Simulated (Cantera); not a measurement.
A perfectly stirred reactor is fed with 2.24 % CH4, 11.4 % O2, 86.4 % N2, at 15.0 bar; it is adiabatic with a 723 K inlet, and is followed from long to short residence time, starting on the burning branch (τ in s: 0.39, 0.14, 0.049, 0.018, 0.0062, 0.0022, 0.00078, 0.00028, 9.9e-05).

Computed with Cantera and GRI-Mech 3.0 (53 species, 325 reactions). The pressure lies above the range GRI-Mech 3.0 was tuned for (to about 10 atm).

Task: Predict: blow-out, bracketed by the residence times tried; x(CH4) at τ = 0.390 s; x(O2) at τ = 0.390 s; x(CH2CO) at τ = 0.390 s; x(C2H2) at τ = 0.390 s; x(CO) at τ = 0.390 s; x(CH4) at τ = 6.20 ms; x(O2) at τ = 6.20 ms.

Result: 
```json
{
  "blow_out_bracketed_by_the_residence_times_tried": "burning at 49.0 ms, out at 18.0 ms",
  "x(CH4) at τ = 0.390 s": "0.000168",
  "x(O2) at τ = 0.390 s": "0.0695",
  "x(CH2CO) at τ = 0.390 s": "1.27e-6",
  "x(C2H2) at τ = 0.390 s": "1.71e-7",
  "x(CO) at τ = 0.390 s": "0.000989",
  "x(CH4) at τ = 6.20 ms": "0.0224",
  "x(O2) at τ = 6.20 ms": "0.114"
}
```
